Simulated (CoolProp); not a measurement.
Properties of n-decane along the isobar 2.73 MPa (Tc = 617.7 K, pc = 2.101 MPa, ω = 0.488).

Computed with CoolProp (reference Helmholtz-energy equation of state, Lemmon 2006). It is a short technical equation, of lower accuracy than the large ones.

```csv
T (K),phase,density (kg/m³),isothermal compressibility (1/MPa),viscosity (µPa s),conductivity (mW/(m K))
503.4,liquid,557.2,0.006686,145,87.1
511.3,liquid,549.0,0.007441,138,85.8
519.2,liquid,540.5,0.008331,131,84.7
527.1,liquid,531.7,0.009392,124,83.5
535,liquid,522.6,0.01067,118,82.4
542.8,liquid,513.2,0.01222,111,81.3
550.7,liquid,503.2,0.01416,105,80.3
558.6,liquid,492.6,0.01661,99.4,79.3
566.5,liquid,481.4,0.01979,93.6,78.3
574.4,liquid,469.4,0.02401,87.9,77.4
582.3,liquid,456.4,0.02979,82.2,76.5
590.1,liquid,442.3,0.03791,76.6,75.6
```

Viscosity comes from a separate model (Huber 2004). Thermal conductivity comes from a separate model (Huber 2005).
